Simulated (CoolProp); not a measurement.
Values from CoolProp's reference Helmholtz-energy equation of state, Gao 2022.

**Question.** Give the vapour pressure (bar), vapour density (kg/m³), liquid cp (kJ/(kg K)) of saturated n-perfluorohexane at 331.9, 377 K.

**Answer.** 
```csv
T (K),p (bar),vapour density (kg/m³),liquid cp (kJ/(kg K))
331.9,1.07,14.0,1.10
377,3.91,50.8,1.19
```
